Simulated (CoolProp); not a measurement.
Vapour-liquid equilibrium of neopentane (1) + n-pentane (2) at 0.0497 MPa; x and y are mole fractions of (1).

Computed with CoolProp (multi-fluid Helmholtz-energy mixture model, Lemmon 2006 and Thol 2019; pair parameters Bell 2016).

| x | bubble temperature (°C) | y at the bubble point | dew temperature at overall composition x (°C) | liquid density (mol/L) |
|---|---|---|---|---|
| 0.05 | 14.6 | 0.123 | 15.9 | 8.725 |
| 0.15 | 10.9 | 0.324 | [?] | 8.725 |
| 0.25 | 7.6 | 0.478 | 12.3 | 8.719 |
| 0.35 | 4.6 | 0.599 | 10.4 | 8.710 |
| 0.45 | 2.0 | 0.696 | 8.2 | 8.697 |
| 0.55 | [?] | 0.775 | 5.9 | [?] |
| 0.65 | -2.5 | 0.840 | 3.3 | [?] |
| 0.75 | -4.5 | [?] | 0.4 | 8.646 |
| 0.85 | -6.3 | 0.941 | -2.9 | 8.625 |
| 0.95 | -8.0 | 0.982 | -6.6 | 8.604 |

**Question.** Some entries are withheld; supply them.

**Answer.** 
- 0.15, dew temperature at overall composition x (°C): 14.2
- 0.55, bubble temperature (°C): -0.4
- 0.55, liquid density (mol/L): 8.682
- 0.65, liquid density (mol/L): 8.664
- 0.75, y at the bubble point: 0.895

No azeotrope shows between x = 0.05 and 0.95.

Pair parameters are fitted to limited data, so mixtures are less certain than the pure fluids.
